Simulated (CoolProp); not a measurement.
Values from CoolProp's reference Helmholtz-energy equation of state, Thol 2015.

Q: Give the vapour pressure (kPa), vapour density (kg/m³), enthalpy of vaporisation (kJ/kg), surface tension (mN/m) of saturated octamethylcyclotetrasiloxane (D4) at 450.7, 464.6, 469.3 K.

A: 
| T (K) | p (kPa) | vapour density (kg/m³) | enthalpy of vaporisation (kJ/kg) | surface tension (mN/m) |
|---|---|---|---|---|
| 450.7 | 106 | 9.12 | 130 | 7.26 |
| 464.6 | 148 | 12.7 | 124 | 6.38 |
| 469.3 | 165 | 14.1 | 122 | 6.08 |

Surface tension comes from a separate correlation (Mulero 2014), older than this fluid's equation and unchecked against measurements.
